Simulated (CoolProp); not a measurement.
Saturation properties of R365MFC.

The numbers come from the reference Helmholtz-energy equation of state, Lemmon 2016 in CoolProp.

| T (K) | p (MPa) | liquid density (kg/m³) | enthalpy of vaporisation (kJ/kg) | liquid cp (kJ/(kg K)) |
|---|---|---|---|---|
| 308.5 | 0.08486 | 1235 | 190.5 | 1.398 |
| 313 | 0.1001 | … | 188.4 | 1.407 |
| 317.4 | 0.1170 | 1215 | 186.2 | 1.417 |
| 321.9 | 0.1365 | 1205 | 184.0 | 1.427 |
| 326.4 | 0.1585 | 1194 | 181.7 | 1.437 |
| 330.9 | 0.1832 | 1184 | … | 1.447 |
| 335.4 | 0.2107 | 1173 | 176.9 | 1.458 |
| 339.9 | … | 1162 | 174.4 | 1.470 |
| 344.3 | 0.2745 | 1152 | 172.0 | 1.481 |
| 348.8 | 0.3120 | … | 169.4 | 1.493 |
| 353.3 | 0.3532 | 1129 | 166.7 | 1.506 |
| 357.8 | 0.3986 | 1117 | 164.0 | 1.519 |
| 362.3 | 0.4482 | 1105 | 161.2 | 1.533 |
| 366.8 | 0.5023 | 1093 | 158.3 | 1.547 |

### Question
Fill in the missing entries.

### Answer

- 313, liquid density (kg/m³): 1225
- 330.9, enthalpy of vaporisation (kJ/kg): 179.3
- 339.9, p (MPa): 0.2413
- 348.8, liquid density (kg/m³): 1141

It boils at 313.3 K under 1 atm.
